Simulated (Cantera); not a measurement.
## Adiabatic ignition

An adiabatic, constant-volume homogeneous reactor starts with 31.2 % H2, 9.18 % O2, 59.6 % N2, equivalence ratio 1.7, at 1675 K and 1.00 atm.

Cantera simulation using the H2/O2 subset of GRI-Mech 3.0, which has no nitrogen chemistry; the numbers are that mechanism's predictions, not measurements.

```
t (s)     T (K)  P (bar)   x H2      x O2      x O    x HO2       x H   x H2O2     x H2O
--------  -----  -------  -----  --------  -------  -------  --------  -------  --------
5.00e-6    1675     1.01  0.312    0.0916  2.38e-5  7.69e-6  0.000259  2.49e-7  0.000280
1.40e-5    1914     1.15  0.105   0.00733   0.0116  3.81e-6     0.117  4.87e-7     0.145
3.89e-5    2373     1.38  0.120   0.00392  0.00713  1.94e-6    0.0738  1.48e-7     0.158
0.000109   2757     1.57  0.130   0.00158  0.00290  1.17e-6    0.0406  1.04e-7     0.175
0.000303   2874     1.62  0.133  0.000983  0.00181  9.07e-7    0.0308  1.02e-7     0.181
0.000847   2876     1.62  0.133  0.000974  0.00179  9.02e-7    0.0306  1.02e-7     0.181
0.00236    2876     1.62  0.133  0.000974  0.00179  9.02e-7    0.0306  1.02e-7     0.181
0.00659    2876     1.62  0.133  0.000974  0.00179  9.02e-7    0.0306  1.02e-7     0.181
0.0184     2876     1.62  0.133  0.000974  0.00179  9.02e-7    0.0306  1.02e-7     0.181
0.0514     2876     1.62  0.133  0.000974  0.00179  9.02e-7    0.0306  1.02e-7     0.181
0.143      2876     1.62  0.133  0.000974  0.00179  9.02e-7    0.0306  1.02e-7     0.181
0.400      2876     1.62  0.133  0.000974  0.00179  9.02e-7    0.0306  1.02e-7     0.181
```
x: mole fraction; the columns are a selection and need not sum to one.

```yaml
time_of_steepest_temperature_rise: 10.8 µs
temperature at 0.400 s: 2876 K
equilibrium_temperature: 2876 K
x(H2) at 0.400 s: 0.133 (gas-phase equilibrium 0.133)
x(O2) at 0.400 s: 0.000974 (gas-phase equilibrium 0.000974)
x(O) at 0.400 s: 0.00179 (gas-phase equilibrium 0.00179)
```
